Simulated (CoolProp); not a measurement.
Values from CoolProp's reference Helmholtz-energy equation of state, Lemmon 2005. It is a short technical equation, of lower accuracy than the large ones.

Problem. Give the vapour pressure (MPa), liquid density (kg/m³), vapour density (kg/m³), enthalpy of vaporisation (kJ/kg) of saturated isobutene at 263.1, 280.7 K.

Solution. 
```
T (K)  p (MPa)  liquid density (kg/m³)  vapour density (kg/m³)  enthalpy of vaporisation (kJ/kg)
-----  -------  ----------------------  ----------------------  --------------------------------
263.1   0.0898                     630                    2.40                               395
280.7    0.173                     610                    4.44                               377
```
